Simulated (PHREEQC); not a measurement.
Consider water at 25 °C with 0.045 mol HF, 0.00021 mol CaCl2 and 0.019 mol KCl per kg of water. Closed to the air; pH follows from the charge balance.

All values are PHREEQC results (ion-association model, phreeqc.dat), not measurements.

This is a speciation only: nothing precipitates in the calculation.

### Question
Order these F species by the share of F that they hold, largest first: HF2-, HF, F-.

### Answer
HF (84 %), F- (12 %), HF2- (3.5 %)

The pH is 2.26 and the ionic strength 0.0259 mol/kgw. Examples of supersaturated solids here: Fluorite. Others may be too. Species that the database lacks are ignored.
